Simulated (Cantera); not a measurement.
What does this Cantera script print?

```python
import numpy as np
import cantera as ct

gas_names = """
    H H2 N NH NH2 NH3 N2 N2H2 N2H4 Si SiH SiH2 SiH3 SiH4 SiN Si2 Si2N Si3
""".split()
cond_names = """
    Si(cr) Si(L) Si3N4(a)
""".split()


# ... load() reads the species with a 1 bar reference pressure and builds the phases ...
atoms = {
    'Si3H8': {'Si': 3, 'H': 8},
    'N2': {'N': 2},
}
top_T = {'Si3N4(a)': 2400}  # K; cautious upper limits of use, not melting points


# ... equilibrate(T, P, feed) seeds the gas with the atoms and calls Mixture.equilibrate('TP', solver="vcs", rtol=1e-11, max_steps=5000) ...
results = []
feed = {'Si3H8': 1, 'N2': 29}  # mol
T = 1400  # K
P = 1333.22  # Pa
mix = equilibrate(T, P, feed)
results.append((T, P, feed, dict(zip(mix.species_names, mix.species_moles))))
x = sorted(zip(gas.X, gas.species_names), reverse=True)
print(f"T = {T:g} K  P = {P:g} Pa  gas = {mix.phase_moles(0):.4g} mol")
print("   x: " + "  ".join(f"{s} {v:.3e}" for v, s in x if v > 1e-06))
print("   condensed (mol): " + ("  ".join(f"{mix.phase(i).name} {mix.phase_moles(i):.4g}"
      for i in range(1, mix.n_phases) if mix.phase_moles(i) > 1e-12) or "none"))
```

Output:

```
T = 1400 K  P = 1333.22 Pa  gas = 31 mol
   x: N2 8.710e-01  H2 1.290e-01  H 1.513e-05
   condensed (mol): Si3N4(a) 1
```

Method: chemical equilibrium by Gibbs-energy minimisation in Cantera with the NASA 1993 tables (ideal gas, pure condensed phases). The feed counts by its element totals alone. N2 is the only nitrogen source here; it is nearly inert below about 1500 K, so the nitride shown seldom forms there in practice.
